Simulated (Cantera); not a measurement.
An adiabatic, constant-volume homogeneous reactor starts with C₃H₈ : O₂ : N₂ = 1 : 9.62 : 46 (molar parts), at 1723 K and 0.210 bar.

Computed with Cantera and GRI-Mech 3.0 (53 species, 325 reactions). GRI-Mech 3.0 was tuned for natural gas; its chemistry of propane as a main component is partial and can be far from experiment.

x: mole fraction; the columns are a selection and need not sum to one.

```tsv
t (s)	T (K)	P (bar)	x C₃H₈	x O₂	x CO	x O	x HO₂
1.00e-6	1721	0.210	0.0175	0.170	7.23e-9	1.80e-6	5.92e-6
2.39e-6	1717	0.209	0.0171	0.170	3.07e-7	1.12e-5	2.78e-5
5.72e-6	1709	0.209	0.0162	0.169	9.27e-6	3.14e-5	9.82e-5
1.37e-5	1695	0.208	0.0136	0.168	0.000171	5.19e-5	0.000179
3.27e-5	1709	0.212	…	0.161	…	…	…
7.82e-5	2219	0.286	<1e-12	…	…	…	…
0.000187	2258	0.291	<1e-12	0.0786	0.0213	0.0225	2.11e-6
0.000447	2308	0.297	<1e-12	0.0781	0.0195	0.0209	2.12e-6
0.00107	2397	0.306	<1e-12	0.0782	0.0178	0.0172	2.39e-6
0.00256	2511	0.319	<1e-12	0.0780	0.0148	0.0124	3.48e-6
0.00612	2563	0.324	<1e-12	0.0766	0.0129	0.00992	4.42e-6
0.0146	2559	0.323	<1e-12	0.0743	0.0126	0.00935	4.33e-6
0.0350	2554	0.323	<1e-12	0.0724	0.0124	0.00898	4.21e-6
0.0836	2553	0.322	<1e-12	0.0721	0.0124	0.00891	4.18e-6
0.200	2553	0.322	<1e-12	0.0721	0.0124	0.00891	4.18e-6
```

### Question
Fill in the missing entries.

### Answer

- 3.27e-5, x C₃H₈: 0.00655
- 3.27e-5, x CO: 0.00275
- 3.27e-5, x O: 0.000161
- 3.27e-5, x HO₂: 0.000333
- 7.82e-5, x O₂: 0.0908
- 7.82e-5, x CO: 0.0406
- 7.82e-5, x O: 0.0152
- 7.82e-5, x HO₂: 2.65e-6
